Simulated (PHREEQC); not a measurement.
Solution (25 °C): 0.0028 mol KOH, 0.00052 mol Na2SiO3 and 0.00061 mol K3PO4 per kg of water. Closed to the air; pH follows from the charge balance.

The numbers come from PHREEQC with the ion-association model, wateq4f.dat.

Task: The ionic strength comes out as 0.00652 mol/kgw. What activity coefficients do PO4-3, HPO4-2, Na+, K+, OH- get?

Result: PO4-3 0.47, HPO4-2 0.72, Na+ 0.92, K+ 0.92, OH- 0.92.

This is a speciation only: nothing precipitates in the calculation. Species that the database lacks are ignored. H3PO4, which wateq4f.dat lacks, is added to it with the constant of phreeqc.dat.
